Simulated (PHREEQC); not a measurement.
Dissolve 0.1 mol/kgw CaCl2, 9.7e-05 mol/kgw NaF and 0.012 mol/kgw NaCl at 20 °C. Closed to the air; pH follows from the charge balance.

The numbers come from PHREEQC with the ion-association model, phreeqc.dat.

Task: The ionic strength comes out as 0.312 mol/kgw. What activity coefficients do Cl-, Ca+2, F-, Na+ get?

Result: Cl- 0.69, Ca+2 0.29, F- 0.67, Na+ 0.73.

This is a speciation only: nothing precipitates in the calculation. Examples of supersaturated solids here: Fluorite. Others may be too. Species that the database lacks are ignored.
